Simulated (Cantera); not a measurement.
A perfectly stirred reactor is fed with CH₄ : H₂ = 1 : 1.2 (molar parts), at 1.01 bar; it is held at 1348 K, and followed from long to short residence time.

Cantera simulation using GRI-Mech 3.0 (53 species, 325 reactions); the numbers are that mechanism's predictions, not measurements. GRI-Mech 3.0 stops at C3 and has no aromatics, soot or wall deposition, so with more carbon than oxygen in the feed, carbon stays in small species such as C2H2 where larger ones or solid carbon would form.

Problem. What does this change do: CH4 1 to 8.5 parts?

Solution. 
```
quantity                  before     after
----------------------  --------  --------
x(CH₄) at τ = 0.910 s      0.442     0.826
x(H₂) at τ = 0.910 s       0.553     0.159
x(CH₃) at τ = 0.910 s    1.69e-5   3.25e-5
x(CH₂) at τ = 0.910 s   2.16e-11  4.24e-11
x(C₂H₄) at τ = 0.910 s   0.00259   0.00583
x(CH₄) at τ = 94.0 ms      0.453     0.872
x(H₂) at τ = 94.0 ms       0.546     0.127
x(CH₃) at τ = 94.0 ms    1.59e-5   3.15e-5
x(CH₂) at τ = 94.0 ms   1.86e-11  3.80e-11
x(C₂H₄) at τ = 94.0 ms  0.000367  0.000961
```
